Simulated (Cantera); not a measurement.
Input (Python, Cantera) and output of one run.

```python
import numpy as np
import cantera as ct

gas_names = """
    Br Br2 H HBr H2 Si SiBr SiBr2 SiBr3 SiBr4 SiH SiHBr3 SiH2 SiH2Br2 SiH3 SiH3Br SiH4 Si2 Si3
""".split()
cond_names = """
    Br2(cr) Br2(L) Si(cr) Si(L)
""".split()


# ... load() reads the species with a 1 bar reference pressure and builds the phases ...
atoms = {
    'Si': {'Si': 1},
    'HBr': {'H': 1, 'Br': 1},
    'H2': {'H': 2},
}
top_T = {}  # K; cautious upper limits of use, not melting points


# ... equilibrate(T, P, feed) seeds the gas with the atoms and calls Mixture.equilibrate('TP', solver="gibbs", rtol=1e-10, max_steps=50000) ...
results = []
P = 6200  # Pa
for T in [973, 1048, 1123, 1198, 1273, 1348, 1423, 1498, 1573, 1648]:
    for m in [1.4, 1.7, 2, 2.4, 2.9, 3.5, 4.1, 4.9, 5.9, 7, 8.4, 10]:
        feed = {'Si': 1, 'HBr': m, 'H2': 0.55}  # mol
        mix = equilibrate(T, P, feed)
        results.append((T, P, feed, dict(zip(mix.species_names, mix.species_moles))))

for T, P, feed, n in results:
    print(f"{T:7g} {feed['HBr']:10.4g}  " + (" + ".join(c for c in cond_names if n.get(c, 0) > 1e-12) or "gas only"))
```

Result:

```
    973        1.4  Si(cr)
    973        1.7  Si(cr)
    973          2  Si(cr)
    973        2.4  Si(cr)
    973        2.9  Si(cr)
    973        3.5  Si(cr)
    973        4.1  gas only
    973        4.9  gas only
    973        5.9  gas only
    973          7  gas only
    973        8.4  gas only
    973         10  gas only
   1048        1.4  Si(cr)
   1048        1.7  Si(cr)
   1048          2  Si(cr)
   1048        2.4  Si(cr)
   1048        2.9  Si(cr)
   1048        3.5  Si(cr)
   1048        4.1  Si(cr)
   1048        4.9  gas only
   1048        5.9  gas only
   1048          7  gas only
   1048        8.4  gas only
   1048         10  gas only
   1123        1.4  Si(cr)
   1123        1.7  Si(cr)
   1123          2  Si(cr)
   1123        2.4  Si(cr)
   1123        2.9  Si(cr)
   1123        3.5  Si(cr)
   1123        4.1  Si(cr)
   1123        4.9  gas only
   1123        5.9  gas only
   1123          7  gas only
   1123        8.4  gas only
   1123         10  gas only
   1198        1.4  Si(cr)
   1198        1.7  Si(cr)
   1198          2  Si(cr)
   1198        2.4  Si(cr)
   1198        2.9  Si(cr)
   1198        3.5  Si(cr)
   1198        4.1  gas only
   1198        4.9  gas only
   1198        5.9  gas only
   1198          7  gas only
   1198        8.4  gas only
   1198         10  gas only
   1273        1.4  Si(cr)
   1273        1.7  Si(cr)
   1273          2  Si(cr)
   1273        2.4  Si(cr)
   1273        2.9  Si(cr)
   1273        3.5  Si(cr)
   1273        4.1  gas only
   1273        4.9  gas only
   1273        5.9  gas only
   1273          7  gas only
   1273        8.4  gas only
   1273         10  gas only
   1348        1.4  Si(cr)
   1348        1.7  Si(cr)
   1348          2  Si(cr)
   1348        2.4  Si(cr)
   1348        2.9  Si(cr)
   1348        3.5  gas only
   1348        4.1  gas only
   1348        4.9  gas only
   1348        5.9  gas only
   1348          7  gas only
   1348        8.4  gas only
   1348         10  gas only
   1423        1.4  Si(cr)
   1423        1.7  Si(cr)
   1423          2  Si(cr)
   1423        2.4  Si(cr)
   1423        2.9  Si(cr)
   1423        3.5  gas only
   1423        4.1  gas only
   1423        4.9  gas only
   1423        5.9  gas only
   1423          7  gas only
   1423        8.4  gas only
   1423         10  gas only
   1498        1.4  Si(cr)
   1498        1.7  Si(cr)
   1498          2  Si(cr)
   1498        2.4  Si(cr)
   1498        2.9  Si(cr)
   1498        3.5  gas only
   1498        4.1  gas only
   1498        4.9  gas only
   1498        5.9  gas only
   1498          7  gas only
   1498        8.4  gas only
   1498         10  gas only
   1573        1.4  Si(cr)
   1573        1.7  Si(cr)
   1573          2  Si(cr)
   1573        2.4  Si(cr)
   1573        2.9  gas only
   1573        3.5  gas only
   1573        4.1  gas only
   1573        4.9  gas only
   1573        5.9  gas only
   1573          7  gas only
   1573        8.4  gas only
   1573         10  gas only
   1648        1.4  Si(cr)
   1648        1.7  Si(cr)
   1648          2  Si(cr)
   1648        2.4  Si(cr)
   1648        2.9  gas only
   1648        3.5  gas only
   1648        4.1  gas only
   1648        4.9  gas only
   1648        5.9  gas only
   1648          7  gas only
   1648        8.4  gas only
   1648         10  gas only
```

Cantera equilibrium calculation (NASA polynomials, part measured and part estimated; ideal gas, pure solids and liquids). The tables' values for SiBr3 are old estimates.
